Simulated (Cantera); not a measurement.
What does this Cantera script print?

```python
import numpy as np
import cantera as ct

gas = ct.Solution("gri30.yaml")
gas.TPX = 675, 500000, {'CH4': 1, 'C2H6': 0.33, 'O2': 1.86, 'N2': 7.42}
inlet = ct.Reservoir(gas, clone=True)
gas.equilibrate("HP")  # start burning
reactor = ct.IdealGasConstPressureReactor(gas, energy="on", clone=False)
exhaust = ct.Reservoir(gas, clone=True)
tau = [0.042, 0.018, 0.0077, 0.0033, 0.0014, 0.00062, 0.00027, 0.00012, 5e-05][0]
for a, b in ((inlet, reactor), (reactor, exhaust)):
    ct.MassFlowController(a, b, mdot=lambda t: reactor.mass / tau)
net = ct.ReactorNet([reactor])
show = ['CH4', 'C2H6', 'O2', 'NO', 'CO2']

rows = []
print(f"{'tau/s':>10s}{'T/K':>9s}" + "".join(f"{s:>11s}" for s in show))
for tau in [0.042, 0.018, 0.0077, 0.0033, 0.0014, 0.00062, 0.00027, 0.00012, 5e-05]:
    net.initial_time = 0.0
    net.advance(30 * tau)
    before = gas.X
    net.advance(40 * tau)
    drift = np.max(np.abs(gas.X - before) / (gas.X + 1e-9))
    rows.append([gas.T, *gas[show].X, drift])
    print(f"{tau:10.3e}{gas.T:9.1f}" + "".join(f"{x:11.3e}" for x in gas[show].X))
```

It prints:

```
     tau/s      T/K        CH4       C2H6         O2         NO        CO2
 4.200e-02   2032.2  2.261e-03  1.288e-06  1.463e-04  2.802e-05  3.166e-02
 1.800e-02   2037.5  3.314e-03  3.076e-06  3.134e-04  2.533e-05  3.249e-02
 7.700e-03   2041.7  4.511e-03  6.971e-06  6.570e-04  2.133e-05  3.335e-02
 3.300e-03   2041.9  5.805e-03  1.535e-05  1.342e-03  1.714e-05  3.392e-02
 1.400e-03   2033.9  7.237e-03  3.441e-05  2.710e-03  1.286e-05  3.379e-02
 6.200e-04   2011.9  8.915e-03  7.852e-05  5.288e-03  8.556e-06  3.246e-02
 2.700e-04   1955.2  1.190e-02  2.218e-04  1.133e-02  3.808e-06  2.881e-02
 1.200e-04    675.0  9.425e-02  3.110e-02  1.753e-01 -5.345e-21 -1.174e-15
 5.000e-05    675.0  9.425e-02  3.110e-02  1.753e-01  1.411e-24  3.100e-19
```

Detailed kinetics in Cantera: GRI-Mech 3.0 (53 species, 325 reactions).
